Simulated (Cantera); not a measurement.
Thermodynamics of halide evaporation, hydrolysis and transport, feed BaF₂ + H₂O + H₂

A closed system holds: 1 mol BaF₂, 0.12 mol H₂O, 79 mol H₂, at 1.00 bar.

Equilibrium computed with Cantera from the NASA thermochemical tables; the gas is ideal and each condensed phase is pure. Candidate condensed phases: Ba, BaF₂, BaO, Ba(OH)₂, H₂O; 27 gas species. Mutual solubility and eutectic melting of coexisting phases are not modelled. Rates play no part.

```tsv
T (°C)	x H₂	x BaF₂	x HF	x BaF	x H	x H₂O	x Ba	n BaF₂(s)	n BaO(s)	n BaF₂(l)
1327	0.998	0.000180	0.000117	8.24e-5	5.43e-5	0.00150	1.07e-6	0.978	0.000522	0
1377	0.998	0.000394	0.000198	0.000169	9.07e-5	0.00150	2.17e-6	0	0	0.954
1427	0.997	0.000785	0.000339	0.000303	0.000147	0.00150	3.71e-6	0	0	0.912
1477	0.996	0.00150	0.000566	0.000521	0.000232	0.00149	6.05e-6	0	0	0.838
1527	0.994	0.00275	0.000919	0.000864	0.000357	0.00149	9.52e-6	0	0	0.711
1577	0.990	0.00485	0.00146	0.00139	0.000536	0.00148	1.45e-5	0	0	0.500
1627	0.985	0.00830	0.00225	0.00216	0.000788	0.00147	2.16e-5	0	0	0.159
1677	0.982	0.00966	0.00285	0.00274	0.00114	0.00147	3.12e-5	0	0	0
1727	0.981	0.00925	0.00327	0.00313	0.00161	0.00147	4.42e-5	0	0	0
1777	0.980	0.00882	0.00371	0.00353	0.00225	0.00146	6.15e-5	0	0	0
1827	0.979	0.00838	0.00417	0.00394	0.00308	0.00146	8.41e-5	0	0	0
```
x: gas mole fraction; n: condensed amount in mol.

At 1327 °C the condensed part is BaF₂(s) + BaO(s). From 1377 °C to 1627 °C the condensed part is BaF₂(l). From 1677 °C to 1827 °C nothing is condensed. The main Ba-bearing gas is BaF₂ throughout.
